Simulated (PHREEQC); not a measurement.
**Spent oxide etchant (model solution)**

Make-up at 25 °C: 4 mmol/kgw HF, 8.7 mmol/kgw H2SiF6, 5.9 mmol/kgw H3BO3 and 0.074 mmol/kgw HNO3. Closed to the air; pH follows from the charge balance.

Computed with PHREEQC (ion-association model, phreeqc.dat).

- pH = 1.83
- ionic strength = 0.0239 mol/kgw
- total alkalinity = -56.3 meq/kg

| species | molality | activity | log γ |
|---|---|---|---|
| H+ | 0.0169 | 0.0149 | -0.054 |
| SiF6-2 | 0.00698 | 0.00391 | -0.251 |
| HF | 0.00392 | 0.00395 | 0.002 |
| H3BO3 | 0.00327 | 0.00328 | 0.002 |
| BF4- | 0.00234 | 0.00202 | -0.065 |
| H4SiO4 | 0.00172 | 0.00173 | 0.002 |
| BF3OH- | 0.000218 | 0.000188 | -0.065 |
| F- | 0.000206 | 0.000177 | -0.067 |

Precipitation was switched off in this run. Examples of supersaturated solids here: Quartz (slow to form), Chalcedony (slow to form). Others may be too. Species that the database lacks are ignored. SiF6-2 is the database's only silicon fluoride. Real BF4- forms and hydrolyses slowly; the run takes it at equilibrium.
